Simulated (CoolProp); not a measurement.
Vapour-liquid equilibrium of n-hexane (1) + ethylbenzene (2) at 0.28 bar; x and y are mole fractions of (1).

The numbers come from the multi-fluid Helmholtz-energy mixture model, Thol 2019 and Zhou 2012; pair parameters Bell 2016 in CoolProp.

| x | bubble temperature (°C) | y at the bubble point | dew temperature at overall composition x (°C) | liquid density (mol/L) |
|---|---|---|---|---|
| 0.05 | 82.7 | 0.365 | 92.7 | 7.610 |
| 0.2 | 62.8 | 0.753 | 88.3 | 7.696 |
| 0.35 | 52.6 | ? | 83.2 | 7.702 |
| 0.5 | 46.1 | ? | 77.2 | 7.676 |
| 0.65 | 41.3 | 0.953 | 69.6 | 7.635 |
| 0.8 | 37.4 | ? | 59.1 | 7.586 |
| 0.95 | 33.9 | ? | 41.7 | ? |

### Question
Complete the blanks.

### Answer

- 0.35, y at the bubble point: 0.868
- 0.5, y at the bubble point: 0.921
- 0.8, y at the bubble point: 0.975
- 0.95, y at the bubble point: 0.994
- 0.95, liquid density (mol/L): 7.533

No azeotrope shows between x = 0.05 and 0.95.

The pair parameters rest on a limited set of measurements; away from them the model extrapolates.
